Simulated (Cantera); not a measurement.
Input (Python, Cantera):

```python
import numpy as np
import cantera as ct

gas = ct.Solution("gri30.yaml", transport_model="mixture-averaged")
show = ['OH', 'CH4', 'O']

rows = []
print(f"{'T/K':>7s}{'rho':>11s}{'cp':>10s}{'mu':>11s}{'lambda':>11s}{'Pr':>7s}" + "".join(f"{'D_' + s:>11s}" for s in show))
for T in [400, 500, 600, 700, 800, 900]:
    gas.TPX = T, 230, {'H2': 0.79, 'C2H6': 0.75, 'NH3': 0.62, 'CH3OH': 0.89}
    Pr = gas.cp_mass * gas.viscosity / gas.thermal_conductivity
    D = [gas.mix_diff_coeffs_mole[gas.species_index(s)] for s in show]
    rows.append([gas.density, gas.cp_mass, gas.viscosity, gas.thermal_conductivity, Pr, *D])
    print(f"{T:7g}{gas.density:11.4e}{gas.cp_mass:10.1f}{gas.viscosity:11.4e}"
          f"{gas.thermal_conductivity:11.4e}{Pr:7.3f}" + "".join(f"{d:11.4e}" for d in D))
print("SI units: kg/m3, J/kg/K, Pa s, W/m/K, m2/s")
```

Output:

```
    T/K        rho        cp         mu     lambda     Pr       D_OH      D_CH4        D_O
    400 1.4335e-03    2241.3 1.3375e-05 6.4426e-02  0.465 2.3751e-02 1.6386e-02 2.4178e-02
    500 1.1468e-03    2538.1 1.6518e-05 8.3637e-02  0.501 3.5380e-02 2.4714e-02 3.6014e-02
    600 9.5567e-04    2818.3 1.9504e-05 1.0370e-01  0.530 4.8715e-02 3.4330e-02 4.9588e-02
    700 8.1915e-04    3065.6 2.2335e-05 1.2419e-01  0.551 6.3631e-02 4.5133e-02 6.4770e-02
    800 7.1675e-04    3277.0 2.5023e-05 1.4488e-01  0.566 8.0032e-02 5.7042e-02 8.1464e-02
    900 6.3711e-04    3463.4 2.7579e-05 1.6558e-01  0.577 9.7839e-02 6.9995e-02 9.9589e-02
SI units: kg/m3, J/kg/K, Pa s, W/m/K, m2/s
```

Detailed kinetics in Cantera: GRI-Mech 3.0 (53 species, 325 reactions). Polar gases are described roughly by these parameters.
